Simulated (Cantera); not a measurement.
Charge: 1 mol c-C₄F₈, 0.061 mol Si, 3.9 mol H₂, at 2525 K and 0.840 bar.

Equilibrium computed with Cantera from the NASA thermochemical tables; the gas is ideal and each condensed phase is pure. Candidate condensed phases: C, C₆H₆, C₇H₈, C₈H₁₈, Si, SiC; 113 gas species. The feed counts by its element totals alone. The tables' values for SiF₃ are old estimates; treat these amounts as uncertain. Kinetics and transport are ignored.

Question: What is the equilibrium state?

Answer: 
| Quantity | Result |
|---|---|
| x(HF) | 0.987 |
| x(SiF₄) | 0.00736 |
| x(H₂) | 0.00260 |
| x(H) | 0.00156 |
| x(F) | 0.00132 |
| x(SiF₃) | 0.000405 |
| x(CF₂) | 0.000139 |
| x(CF) | 4.64e-5 |
| x(C₂H₂ (acetylene)) | 3.13e-5 |
| n(C(graphite)) | 4.00 mol |
| gas amount | 7.852 mol |
| log10 activity of Si(l) (absent) | -9.27 |
